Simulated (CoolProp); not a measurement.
A simple Rankine cycle with R365MFC: condensing at 311.15 K, boiler at 1.36 MPa, turbine inlet 416.6 K, turbine efficiency 0.7, pump efficiency 0.8, no recuperator. Each further row changes one setting.

Model: reference Helmholtz-energy equation of state, Lemmon 2016, in CoolProp.

```tsv
case	thermal efficiency (%)	net work (kJ/kg)	heat in (kJ/kg)	turbine exit temperature (K)	volume ratio over the turbine
as stated	12.2	34.7	285	367.2	17.0
turbine inlet 436.6 K	12.0	37.7	313	389.9	16.1
condensing temperature 303.15 K	13.1	38.8	296	363.1	22.9
boiler pressure 0.952 MPa	10.9	32.0	294	377.7	10.9
turbine efficiency 0.6	10.4	29.6	285	371.7	17.3
```
